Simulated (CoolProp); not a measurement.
Vapour-liquid equilibrium of ethane (1) + CHF3 (R23) (2) at 0.556 MPa; x and y are mole fractions of (1).

The numbers come from the multi-fluid Helmholtz-energy mixture model, Bücker 2006 and Penoncello 2003; pair parameters Bell 2016 in CoolProp.

**Question.** Give the bubble temperature and the first vapour's composition at x = 0.125, 0.2, 0.95. Is there an azeotrope?

**Answer.** x = 0.125: 215.8 K, y = 0.401; x = 0.2: 213.7 K, y = 0.472; x = 0.95: 219.0 K, y = 0.828. y crosses x between x = 0.5 and 0.575: the model has an azeotrope there.

Pair parameters are fitted to limited data, so mixtures are less certain than the pure fluids. With so large a gap from Raoult's law the liquid may split in two, which this calculation doesn't test in full.
